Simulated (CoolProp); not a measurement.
Computed with CoolProp (reference Helmholtz-energy equation of state, Platzer 1990). This equation is an older, rougher fit.

Task: For c-C4F8 (RC318), give the phase and the density (kg/m³), Prandtl number at 377.7 K and 3.52 bar; 388.8 K and 3.52 bar.

Result: 
- 377.7 K and 3.52 bar: gas; density 23.5, Prandtl number 0.757
- 388.8 K and 3.52 bar: gas; density 22.8, Prandtl number 0.757

Viscosity comes from a separate model (Huber 2003), an estimate that may be off by 10 % or more. Thermal conductivity comes from a separate model (Huber 2003), an estimate that may be off by 10 % or more.
